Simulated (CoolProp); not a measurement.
Values from CoolProp's reference Helmholtz-energy equation of state, Setzmann 1991.

Problem. Give the vapour pressure (kPa), enthalpy of vaporisation (kJ/kg), liquid cp (kJ/(kg K)), vapour Z of saturated methane at 153.8 K.

Solution. 
```
T (K)  p (kPa)  enthalpy of vaporisation (kJ/kg)  liquid cp (kJ/(kg K))  vapour Z
-----  -------  --------------------------------  ---------------------  --------
153.8     1230                               398                   4.17     0.797
```
